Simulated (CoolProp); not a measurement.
Vapour-liquid equilibrium of propylene (1) + R22 (2) at 175.3 K; x and y are mole fractions of (1).

Computed with CoolProp (multi-fluid Helmholtz-energy mixture model, Lemmon 2013 and Kamei 1995; pair parameters Bell 2016).

```
x      bubble pressure, mixture model (kPa)  bubble pressure, Raoult's law (kPa)  y, mixture model  y, Raoult's law
-----  ------------------------------------  -----------------------------------  ----------------  ---------------
0.05                                  2.756                                2.566             0.154            0.093
0.125                                 3.138                                2.742             0.310            0.218
0.2                                   3.446                                2.917             0.416            0.328
0.275                            (withheld)                                3.092             0.495            0.426
0.35                                  3.908                                3.268             0.559            0.513
0.425                            (withheld)                                3.443             0.612            0.591
0.5                                   4.236                                3.619        (withheld)            0.662
0.575                            (withheld)                                3.794             0.705            0.726
0.65                             (withheld)                                3.969             0.749            0.784
0.725                            (withheld)                                4.145             0.795            0.837
0.8                                   4.660                                4.320             0.842            0.887
0.875                                 4.726                                4.496             0.895            0.932
0.95                             (withheld)                                4.671             0.955            0.974
```

**Question.** Complete the blanks.

**Answer.** 
- 0.275, bubble pressure, mixture model (kPa): 3.699
- 0.425, bubble pressure, mixture model (kPa): 4.085
- 0.5, y, mixture model: 0.660
- 0.575, bubble pressure, mixture model (kPa): 4.366
- 0.65, bubble pressure, mixture model (kPa): 4.480
- 0.725, bubble pressure, mixture model (kPa): 4.578
- 0.95, bubble pressure, mixture model (kPa): 4.771

The largest gap from Raoult's law is +19.6 % in bubble pressure, at x = 0.275. No azeotrope shows between x = 0.05 and 0.95.

The pair parameters rest on a limited set of measurements; away from them the model extrapolates.
